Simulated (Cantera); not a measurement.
A perfectly stirred reactor is fed with H2 : O2 : N2 = 0.0088 : 1 : 3.7 (molar parts), at 1330 Pa; it is held at 1375 K, and followed from long to short residence time.

Model: GRI-Mech 3.0 (53 species, 325 reactions), integrated in Cantera. Radical loss at walls, strong at low pressure, is not modelled.

Q: What does this change do: temperature 1375 to 1198 K?

A: 
```
quantity                 before     after
---------------------  --------  --------
x(H2) at τ = 3.50 s     6.31e-6   1.08e-5
x(O2) at τ = 3.50 s       0.211     0.211
x(NO) at τ = 3.50 s     1.60e-7   2.04e-8
x(NO2) at τ = 3.50 s   1.62e-11  3.44e-12
x(H) at τ = 3.50 s      1.53e-5   1.27e-5
x(H2) at τ = 0.100 s    6.62e-5  0.000120
x(O2) at τ = 0.100 s      0.211     0.211
x(NO) at τ = 0.100 s    7.23e-9   2.42e-9
x(NO2) at τ = 0.100 s    <1e-12    <1e-12
x(H) at τ = 0.100 s     5.42e-5   8.50e-5
```

Q: What does this change do: pressure from 1330 Pa to 2670 Pa?

A: 
| quantity | before | after |
|---|---|---|
| x(H2) at τ = 3.50 s | 6.31e-6 | 4.35e-6 |
| x(O2) at τ = 3.50 s | 0.211 | 0.211 |
| x(NO) at τ = 3.50 s | 1.60e-7 | 2.59e-7 |
| x(NO2) at τ = 3.50 s | 1.62e-11 | 6.31e-11 |
| x(H) at τ = 3.50 s | 1.53e-5 | 5.38e-6 |
| x(H2) at τ = 0.100 s | 6.62e-5 | 3.97e-5 |
| x(O2) at τ = 0.100 s | 0.211 | 0.211 |
| x(NO) at τ = 0.100 s | 7.23e-9 | 2.23e-8 |
| x(NO2) at τ = 0.100 s | <1e-12 | 3.56e-12 |
| x(H) at τ = 0.100 s | 5.42e-5 | 4.19e-5 |
